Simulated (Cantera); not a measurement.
A Cantera script and what it prints.

```python
import numpy as np
import cantera as ct

gas_names = """
    CL CL2 H HCL H2 Si SiCL SiCL2 SiCL3 SiCL4 SiH SiHCL3 SiH2 SiH2CL2 SiH3 SiH3CL SiH4 Si2 Si3
""".split()
cond_names = """
    Si(cr) Si(L)
""".split()


# ... load() reads the species with a 1 bar reference pressure and builds the phases ...
atoms = {
    'SiH2Cl2': {'Si': 1, 'H': 2, 'CL': 2},
    'H2': {'H': 2},
}
top_T = {}  # K; cautious upper limits of use, not melting points


# ... equilibrate(T, P, feed) seeds the gas with the atoms and calls Mixture.equilibrate('TP', solver="vcs", rtol=1e-11, max_steps=5000) ...
results = []
feed = {'SiH2Cl2': 1, 'H2': 320}  # mol
P = 10000  # Pa
for T in [1475, 1500, 1525, 1550, 1575, 1600, 1625, 1650, 1675, 1700, 1725, 1750, 1775]:
    mix = equilibrate(T, P, feed)
    results.append((T, P, feed, dict(zip(mix.species_names, mix.species_moles))))

top = {s: max(r[3][s] / sum(r[3][g] for g in gas_names) for r in results) for s in gas_names}
cols = sorted((s for s in top if top[s] > 1e-06), key=lambda s: -top[s])[:9]
seen = [c for c in cond_names if any(r[3].get(c, 0) > 1e-12 for r in results)]
print("log10 of partial pressures in bar; condensed amounts in mol")
print(f"{'T/K':>10s}" + "".join(f"{s[:9]:>10s}" for s in cols + seen))
for T, P, feed, n in results:
    ng = sum(n[g] for g in gas_names)
    print(f"{T:10.4g}" + "".join(f"{np.log10(max(n[s] / ng * P / 1e5, 1e-99)):10.3f}" for s in cols)
          + "".join(f"{n.get(c, 0):10.4g}" for c in seen))
```

Result:

```
log10 of partial pressures in bar; condensed amounts in mol
       T/K        H2       HCL         H     SiCL2      SiH2        Si       SiH        CL      SiCL    Si(cr)     Si(L)
      1475    -1.003    -3.223    -5.388    -4.946    -6.969    -8.240    -8.190    -7.700    -8.005    0.9625         0
      1500    -1.003    -3.224    -5.256    -4.938    -6.827    -7.978    -7.973    -7.570    -7.837    0.9618         0
      1525    -1.003    -3.224    -5.127    -4.930    -6.690    -7.724    -7.763    -7.444    -7.674    0.9609         0
      1550    -1.003    -3.224    -5.003    -4.923    -6.557    -7.479    -7.560    -7.322    -7.517      0.96         0
      1575    -1.003    -3.224    -4.883    -4.916    -6.428    -7.241    -7.364    -7.204    -7.365    0.9589         0
      1600    -1.003    -3.225    -4.766    -4.909    -6.303    -7.011    -7.174    -7.090    -7.218    0.9577         0
      1625    -1.003    -3.225    -4.653    -4.903    -6.182    -6.788    -6.990    -6.979    -7.075    0.9562         0
      1650    -1.003    -3.225    -4.543    -4.897    -6.065    -6.572    -6.812    -6.871    -6.937    0.9544         0
      1675    -1.003    -3.226    -4.437    -4.891    -5.952    -6.363    -6.639    -6.767    -6.804    0.9521         0
      1700    -1.003    -3.226    -4.333    -4.894    -5.851    -6.168    -6.480    -6.665    -6.683         0    0.9502
      1725    -1.003    -3.225    -4.233    -4.909    -5.766    -5.993    -6.340    -6.566    -6.578         0     0.949
      1750    -1.003    -3.225    -4.135    -4.925    -5.684    -5.824    -6.204    -6.469    -6.477         0    0.9469
      1775    -1.003    -3.224    -4.040    -4.939    -5.605    -5.659    -6.071    -6.375    -6.378         0    0.9435
```

Equilibrium computed with Cantera from the NASA thermochemical tables; the gas is ideal and each condensed phase is pure. Gases not in the tables: Si2H6 and higher silanes.
